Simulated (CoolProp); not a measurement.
Vapour-liquid equilibrium of R113 (1) + n-hexane (2) at 374.2 K; x and y are mole fractions of (1).

Computed with CoolProp (multi-fluid Helmholtz-energy mixture model, Marx 1992 and Thol 2019; pair parameters Bell 2016).

```
x     bubble pressure (MPa)  y at the bubble point  dew pressure at overall composition x (MPa)  liquid density (mol/L)
----  ---------------------  ---------------------  -------------------------------------------  ----------------------
0.05                 0.2681                  0.097                                       0.2606                   6.748
0.2                  0.3084                  0.323                                       0.2855                   6.812
0.35                 0.3426                  0.489                                       0.3138                   6.882
0.5                  0.3722                  0.623                                       0.3451                   6.960
0.65                 0.3981                  0.740                                       0.3782                   7.047
0.8                  0.4210                  0.851                                       0.4107                   7.143
0.95                 0.4413                  0.962                                       0.4393                   7.250
```

No azeotrope shows between x = 0.05 and 0.95.

The pair parameters rest on a limited set of measurements; away from them the model extrapolates.
